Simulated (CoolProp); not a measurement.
Hexamethyldisiloxane (MM) at 298.15 K and 0.816 MPa is throttled through a valve to 0.313 MPa with no heat exchange. Each further row changes one setting.

Values from CoolProp's reference Helmholtz-energy equation of state, Thol 2016.

```
case                        temperature change (K)  final density (kg/m³)
--------------------------  ----------------------  ---------------------
as stated                                     +0.2                    760
outlet pressure 0.0939 MPa                    +0.3                    759
outlet pressure 0.407 MPa                     +0.2                    760
```
